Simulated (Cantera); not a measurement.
A counterflow diffusion flame at 0.987 atm, nozzles 20 mm apart: fuel side 100 % CH₃OH at 523 K, oxidiser side 22.0 % O₂, 78.0 % N₂ at 550 K, fuel mass flux 1.2 times the oxidiser's; mixture-averaged transport, no radiation.

Detailed kinetics in Cantera: GRI-Mech 3.0 (53 species, 325 reactions). GRI-Mech 3.0 was tuned for natural gas; its chemistry of methanol as a main component is partial and can be far from experiment. GRI-Mech 3.0 has no aromatics or soot, which form on the fuel side of real flames. The maximum strain rate includes the flame's own expansion and is several times the mean.

x: mole fraction; the columns are a selection and need not sum to one.

| oxidiser flux (kg/m²/s) | max strain (1/s) | mean strain (1/s) | T max (K) | peak x OH | peak x H | peak x NO | peak x CO | peak x C₂H₂ |
|---|---|---|---|---|---|---|---|---|
| 0.25 | 196 | 40.1 | 2198 | 0.0118 | 0.00740 | [?] | 0.193 | 0.000124 |
| 0.37 | 278 | 59.4 | 2154 | 0.0120 | 0.00840 | [?] | 0.191 | 0.000162 |
| 0.55 | 399 | 88.3 | 2103 | 0.0121 | 0.00942 | [?] | 0.188 | 0.000209 |
| 0.83 | 583 | 133 | 2049 | 0.0120 | 0.0105 | [?] | 0.185 | 0.000266 |
| 1.2 | 823 | 193 | 2005 | 0.0119 | 0.0115 | [?] | 0.182 | 0.000324 |
| 1.8 | 1210 | 289 | 1953 | 0.0116 | 0.0125 | [?] | 0.179 | 0.000388 |
| 2.7 | 1770 | 434 | 1897 | 0.0111 | 0.0133 | [?] | 0.174 | 0.000435 |

Problem. Fill in the missing entries.

Solution. 
- 0.25, peak x NO: 0.000139
- 0.37, peak x NO: 9.92e-5
- 0.55, peak x NO: 7.17e-5
- 0.83, peak x NO: 5.37e-5
- 1.2, peak x NO: 4.42e-5
- 1.8, peak x NO: 3.60e-5
- 2.7, peak x NO: 2.90e-5
